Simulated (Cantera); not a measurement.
Mixture: CO : H2 : CH4 : O2 : N2 = 1 : 0.098 : 0.39 : 0.699 : 4.27 (molar parts), equivalence ratio 1.9, at 0.700 bar, adiabatic and at constant volume. Ignition delay is the time to a rise of 400 K.

Model: GRI-Mech 3.0 (53 species, 325 reactions), integrated in Cantera.

Problem. What does this change do: pressure from 0.700 bar to 0.940 bar?

Solution. 
| quantity | before | after |
|---|---|---|
| delay at 1025 K | 0.111 s | 84.4 ms |
| delay at 1125 K | 37.8 ms | 30.3 ms |
| delay at 1225 K | 12.6 ms | 10.4 ms |
| delay at 1325 K | 4.40 ms | 3.66 ms |
| delay at 1425 K | 1.72 ms | 1.42 ms |
| delay at 1525 K | 0.771 ms | 0.621 ms |
| apparent activation energy between 1325 and 1525 K | 150 kJ/mol | 150 kJ/mol |

Problem. What does this change do: pressure from 0.700 bar to 4.80 bar?

Solution. 
| quantity | before | after |
|---|---|---|
| delay at 1025 K | 0.111 s | 17.7 ms |
| delay at 1125 K | 37.8 ms | 7.33 ms |
| delay at 1225 K | 12.6 ms | 2.96 ms |
| delay at 1325 K | 4.40 ms | 1.17 ms |
| delay at 1425 K | 1.72 ms | 0.470 ms |
| delay at 1525 K | 0.771 ms | 0.199 ms |
| apparent activation energy between 1325 and 1525 K | 150 kJ/mol | 150 kJ/mol |
